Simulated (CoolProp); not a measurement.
Properties of carbonyl sulfide along the isotherm 231.2 K (Tc = 378.8 K, pc = 6369 kPa, ω = 0.098).

Computed with CoolProp (reference Helmholtz-energy equation of state, Lemmon 2006). It is a short technical equation, of lower accuracy than the large ones.

```csv
p (kPa),phase,density (kg/m³),cp (kJ/(kg K)),isothermal compressibility (1/MPa),expansivity (1/kK)
158,liquid,1157,1.191,0.001477,1.898
360,liquid,1157,1.191,0.001473,1.894
819,liquid,1158,1.190,0.001463,1.886
1860,liquid,1159,1.187,0.001440,1.867
4240,liquid,1163,1.182,0.001391,1.825
9650,liquid,1172,1.170,0.001292,1.741
22000,liquid,1189,1.150,0.001116,1.586
50000,liquid,1222,1.122,0.0008624,1.349
```
